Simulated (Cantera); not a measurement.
Input: 1 mol SiO2, 0.32 mol C, 0.018 mol CO, at 1002 °C.

These are equilibrium values from Cantera (NASA tables, ideal gas, pure condensed phases), not measurements of a reactor. Candidate condensed phases: C, Si, SiC, SiO2; 20 gas species. Mutual solubility and eutectic melting of coexisting phases are not modelled. The tables hold silica as quartz up to 1696 K and as liquid above; real silica turns to tridymite and cristobalite and melts near 1996 K. The numbers say what is thermodynamically allowed, not how fast it happens.

x: gas mole fraction; n: condensed amount in mol.

| P (Pa) | x CO | x CO2 | x SiO | x Si | n SiC(s) | n SiO2(β-quartz) | n C(graphite) |
|---|---|---|---|---|---|---|---|
| 10 | 0.997 | 1.52e-6 | 0.00307 | 1.09e-9 | 0.106 | 0.893 | 0 |
| 42 | 1.000 | 2.94e-6 | 0.000380 | 7.03e-11 | 0 | 1.000 | 0.320 |
| 180 | 1.000 | 1.26e-5 | 2.07e-5 | <1e-12 | 0 | 1.00 | 0.320 |
| 750 | 1.000 | 5.26e-5 | 1.19e-6 | <1e-12 | 0 | 1.00 | 0.320 |
| 3200 | 1.000 | [?] | [?] | <1e-12 | 0 | 1.00 | 0.320 |
| 13000 | 0.999 | 0.000910 | 3.97e-9 | <1e-12 | 0 | 1.00 | 0.320 |
| 56000 | 0.996 | 0.00390 | 2.15e-10 | <1e-12 | 0 | 1.00 | 0.320 |
| 240000 | 0.984 | [?] | [?] | <1e-12 | 0 | 1.00 | 0.320 |
| 1000000 | 0.938 | 0.0617 | <1e-12 | <1e-12 | 0 | 1.00 | 0.321 |

**Question.** Some entries are withheld; supply them.

**Answer.** 
- 240000, x CO2: 0.0163
- 240000, x SiO: 1.18e-11
- 3200, x CO2: 0.000224
- 3200, x SiO: 6.55e-8
